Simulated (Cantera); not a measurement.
Cantera run:

```python
import numpy as np
import cantera as ct

gas_names = """
    B BCL BCL2 BCL3 BN B2 CL CL2 N N2
""".split()
cond_names = """
    B(b) B(L) BN(s)
""".split()


# ... load() reads the species with a 1 bar reference pressure and builds the phases ...
atoms = {
    'BCl3': {'B': 1, 'CL': 3},
    'N2': {'N': 2},
}
top_T = {'BN(s)': 3200}  # K; cautious upper limits of use, not melting points


# ... equilibrate(T, P, feed) seeds the gas with the atoms and calls Mixture.equilibrate('TP', solver="vcs", rtol=1e-11, max_steps=5000) ...
results = []
feed = {'BCl3': 1, 'N2': 6.2}  # mol
P = 13332.2  # Pa
for T in [1200, 1250, 1300, 1350, 1400, 1450, 1500, 1550, 1600]:
    mix = equilibrate(T, P, feed)
    results.append((T, P, feed, dict(zip(mix.species_names, mix.species_moles))))

top = {s: max(r[3][s] / sum(r[3][g] for g in gas_names) for r in results) for s in gas_names}
cols = sorted((s for s in top if top[s] > 0.001), key=lambda s: -top[s])[:9]
seen = [c for c in cond_names if any(r[3].get(c, 0) > 1e-12 for r in results)]
print("log10 of partial pressures in bar; condensed amounts in mol")
print(f"{'T/K':>10s}" + "".join(f"{s[:9]:>10s}" for s in cols + seen))
for T, P, feed, n in results:
    ng = sum(n[g] for g in gas_names)
    print(f"{T:10.4g}" + "".join(f"{np.log10(max(n[s] / ng * P / 1e5, 1e-99)):10.3f}" for s in cols)
          + "".join(f"{n.get(c, 0):10.4g}" for c in seen))
```

Result:

```
log10 of partial pressures in bar; condensed amounts in mol
       T/K        N2      BCL3     BN(s)
      1200    -0.940    -1.732 2.297e-05
      1250    -0.940    -1.732 4.458e-05
      1300    -0.940    -1.732 8.208e-05
      1350    -0.940    -1.733 0.0001437
      1400    -0.940    -1.733 0.0002394
      1450    -0.940    -1.733 0.0003798
      1500    -0.940    -1.733 0.0005731
      1550    -0.940    -1.733 0.0008186
      1600    -0.940    -1.734  0.001097
```

Equilibrium computed with Cantera from the NASA thermochemical tables; the gas is ideal and each condensed phase is pure. N2 is the only nitrogen source here; it is nearly inert below about 1500 K, so the nitride shown seldom forms there in practice. The tables' values for BCl2 are old estimates; treat these amounts as uncertain.
